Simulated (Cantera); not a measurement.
Input: 1 mol Si, 1.3 mol Cl2, 1.7 mol H2, at 0.930 bar.

Method: chemical equilibrium by Gibbs-energy minimisation in Cantera with the NASA 1993 tables (ideal gas, pure condensed phases). Candidate condensed phases: Si; 19 gas species. The tables' values for SiCl3 are old estimates; treat these amounts as uncertain. The numbers say what is thermodynamically allowed, not how fast it happens. All values below are at 848 K.

Base state: H2 0.691, SiCl4 0.214, SiHCl3 0.0890, SiH2Cl2 0.00325, HCl 0.00269, SiCl3 0.000192, SiH3Cl 2.81e-5, SiCl2 1.24e-5 (mole fractions); condensed: Si(s).

Task: What changes in the equilibrium state with this change: Si replaced by SiCl4?

Result: 
```tsv
species	before	after
HCl	0.00269	0.650
SiCl4	0.214	0.250
H2	0.691	0.0999
SiHCl3	0.0890	6.23e-5
SiH2Cl2	0.00325	1.36e-9
SiH3Cl	2.81e-5	<1e-9
SiCl2	1.24e-5	<1e-9
Si(s), mol	0.297	0
```
